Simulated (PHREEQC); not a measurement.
Dissolve 0.0016 mol Cd(NO3)2, 0.0017 mol Al2(SO4)3, 0.012 mol KBr and 0.00037 mol NaBr per kg of water at 32 °C. Closed to the air; pH follows from the charge balance.

Equilibrium calculation in PHREEQC: ion-association model, phreeqc.dat.

```yaml
pH: 4.02
ionic_strength: 0.0272 mol/kgw
```

```csv
species,molality,activity,log γ
K+,0.0119,0.0101,-0.071
Br-,0.0117,0.00985,-0.073
NO3-,0.00320,0.00270,-0.073
SO4-2,0.00258,0.00139,-0.269
AlSO4+,0.00202,0.00172,-0.068
Al+3,0.00118,0.000359,-0.515
Cd+2,0.000745,0.000395,-0.276
CdBr+,0.000654,0.000558,-0.069
Na+,0.000367,0.000315,-0.067
CdSO4,0.000164,0.000165,0.003
KSO4-,0.000129,0.000111,-0.066
H+,0.000109,9.58e-5,-0.057
```

Precipitation was switched off in this run. Saturation is exceeded, for instance for Gibbsite (slow to form); the values hold only as long as no solid forms. Complexes and solids missing from the database can't appear.
